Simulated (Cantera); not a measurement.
Input: 1 mol SiHCl₃, 0.017 mol Cl₂, 14 mol H₂, held at 0.0133 bar.

Method: chemical equilibrium by Gibbs-energy minimisation in Cantera with the NASA 1993 tables (ideal gas, pure condensed phases). Candidate condensed phases: Si; 19 gas species. The tables' values for SiCl₃, SiCl are old estimates; treat these amounts as uncertain. Kinetics and transport are ignored.

x: gas mole fraction; n: condensed amount in mol.

```tsv
T (°C)	x H₂	x HCl	x SiCl₂	x SiCl₄	x SiCl₃	x SiHCl₃	n Si(s)
1000	0.865	0.0960	0.0276	(withheld)	0.00463	0.00184	0.377
1025	0.861	0.0991	0.0303	(withheld)	0.00422	0.00138	0.371
1050	0.859	0.101	0.0326	(withheld)	0.00376	0.00102	0.365
1075	0.857	0.103	0.0345	(withheld)	0.00329	0.000744	0.359
1100	0.856	0.104	0.0360	(withheld)	0.00284	0.000542	0.353
1125	0.855	0.104	0.0373	(withheld)	0.00244	0.000395	0.348
1150	0.855	0.104	0.0383	(withheld)	0.00209	0.000289	0.342
1175	0.854	0.104	0.0391	(withheld)	0.00179	0.000212	0.337
1200	0.854	0.104	0.0398	(withheld)	0.00154	0.000157	0.332
1225	0.854	0.104	0.0404	(withheld)	0.00132	0.000117	0.327
1250	0.854	0.103	0.0410	(withheld)	0.00114	8.78e-5	0.323
1275	0.854	0.103	0.0414	(withheld)	0.000987	6.65e-5	0.318
```

Question: What belongs in the gaps?

Answer: 
- 1000, x SiCl₄: 0.00510
- 1025, x SiCl₄: 0.00351
- 1050, x SiCl₄: 0.00236
- 1075, x SiCl₄: 0.00157
- 1100, x SiCl₄: 0.00104
- 1125, x SiCl₄: 0.000684
- 1150, x SiCl₄: 0.000453
- 1175, x SiCl₄: 0.000302
- 1200, x SiCl₄: 0.000203
- 1225, x SiCl₄: 0.000138
- 1250, x SiCl₄: 9.48e-5
- 1275, x SiCl₄: 6.58e-5
